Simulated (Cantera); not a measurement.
A closed system holds: 1 mol BF3, 0.34 mol N2, 130 mol H2, held at 1423.15 K and 0.100 bar.

Method: chemical equilibrium by Gibbs-energy minimisation in Cantera with the NASA 1993 tables (ideal gas, pure condensed phases). Candidate condensed phases: B, BN; 31 gas species. N2 is the only nitrogen source here; it is nearly inert below about 1500 K, so the nitride shown seldom forms there in practice. The tables' values for BF2 are old estimates; treat these amounts as uncertain. Equilibrium is a limit: real reactors are often held back by kinetics, nucleation or transport.

Base state: H2 0.987, HF 0.00563, BF3 0.00542, N2 0.00173, BHF2 0.000428, BF2 5.00e-5, H 2.09e-5 (mole fractions); condensed: BN(s).

What changes in the equilibrium state with this change: temperature from 1423.15 K to 2100 K?


| species | before | after |
|---|---|---|
| H2 | 0.987 | 0.968 |
| HF | 0.00563 | 0.0126 |
| H | 2.09e-5 | 0.00969 |
| BF | 1.72e-6 | 0.00532 |
| BH2 | 8.02e-9 | 3.38e-5 |
| BF2 | 5.00e-5 | 0.00163 |
| BF3 | 0.00542 | 0.000281 |
| BHF2 | 0.000428 | 0.000263 |
| N2 | 0.00173 | 0.00256 |
| BN(s), mol | 0.225 | 0 |
The tables' values for BF2, BH2 are old estimates; treat these amounts as uncertain.
